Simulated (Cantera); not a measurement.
**Thermodynamics of sublimation and decomposition of ceramics, feed SiC + C + N₂**

A closed system holds: 1 mol SiC, 0.43 mol C, 0.069 mol N₂, at 0.100 bar.

Method: chemical equilibrium by Gibbs-energy minimisation in Cantera with the NASA 1993 tables (ideal gas, pure condensed phases). Candidate condensed phases: C, Si, SiC, Si₃N₄; 20 gas species. The tables' values for SiN are old estimates; treat these amounts as uncertain. Rates play no part.

From 1923 K to 2523 K the condensed part is C(graphite) + SiC(s). The main Si-bearing gas is Si throughout.

```tsv
T (K)	x N₂	x Si	x SiC₂	x Si₂C	n C(graphite)	n SiC(s)
1923	1.000	6.92e-6	1.97e-7	1.35e-7	0.430	1.000
2023	1.000	3.39e-5	1.56e-6	1.02e-6	0.430	1.000
2123	1.000	0.000143	1.01e-5	6.38e-6	0.430	1.000
2223	0.999	0.000529	5.54e-5	3.35e-5	0.430	1.000
2323	0.998	0.00174	0.000260	0.000152	0.430	1.000
2423	0.993	0.00521	0.00107	0.000606	0.430	0.999
2523	0.979	0.0142	0.00394	0.00216	0.431	0.998
```
x: gas mole fraction; n: condensed amount in mol.
